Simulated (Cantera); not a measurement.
Halide evaporation, hydrolysis and transport: NaI + N₂

Feed: 1 mol NaI, 210 mol N₂, equilibrated at 0.0200 bar.

These are equilibrium values from Cantera (NASA tables, ideal gas, pure condensed phases), not measurements of a reactor. Candidate condensed phases: I₂, Na, NaI; 7 gas species. Rates play no part.

| T (°C) | x N₂ | x NaI | x Na | x I | x N | x I₂ | x Na₂ | n NaI(s) |
|---|---|---|---|---|---|---|---|---|
| 450 | 1.000 | 8.75e-6 | 4.31e-11 | 4.33e-11 | <1e-12 | <1e-12 | <1e-12 | 0.998 |
| 600 | 0.998 | 0.00199 | 5.10e-8 | 5.10e-8 | <1e-12 | <1e-12 | <1e-12 | 0.582 |
| 750 | 0.995 | 0.00474 | 1.73e-6 | 1.73e-6 | <1e-12 | 1.28e-11 | <1e-12 | 0 |
| 900 | 0.995 | 0.00472 | 1.73e-5 | 1.73e-5 | <1e-12 | 1.26e-10 | <1e-12 | 0 |
| 1050 | 0.995 | 0.00464 | 0.000102 | 0.000102 | <1e-12 | 7.22e-10 | 1.07e-11 | 0 |
| 1200 | 0.995 | 0.00433 | 0.000408 | 0.000408 | <1e-12 | 2.76e-9 | 8.48e-11 | 0 |
| 1350 | 0.994 | 0.00355 | 0.00118 | 0.00118 | 7.85e-12 | 7.14e-9 | 3.97e-10 | 0 |
| 1500 | 0.993 | 0.00226 | 0.00247 | 0.00247 | 1.58e-10 | 1.18e-8 | 1.07e-9 | 0 |
| 1650 | 0.992 | 0.00100 | 0.00372 | 0.00372 | 2.00e-9 | 1.17e-8 | 1.59e-9 | 0 |
| 1800 | 0.991 | 0.000342 | 0.00438 | 0.00438 | 1.76e-8 | 7.97e-9 | 1.53e-9 | 0 |
x: gas mole fraction; n: condensed amount in mol.

From 450 °C to 600 °C the condensed part is NaI(s). From 750 °C to 1800 °C nothing is condensed. The main Na-bearing gas is NaI at 450 °C and Na at 1800 °C.
